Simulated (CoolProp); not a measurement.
Vapour-liquid equilibrium of dimethyl ether (1) + 1-butene (2) at 0.101 MPa; x and y are mole fractions of (1).

Computed with CoolProp (multi-fluid Helmholtz-energy mixture model, Wu 2011 and Lemmon 2005; pair parameters Bell 2016).

Problem. Give the bubble temperature and the first vapour's composition at x = 0.05, 0.5, 0.65. Is there an azeotrope?

Solution. x = 0.05: 264.7 K, y = 0.121; x = 0.5: 253.6 K, y = 0.681; x = 0.65: 251.6 K, y = 0.782. No azeotrope shows between x = 0.05 and 0.95.

Pair parameters are fitted to limited data, so mixtures are less certain than the pure fluids.
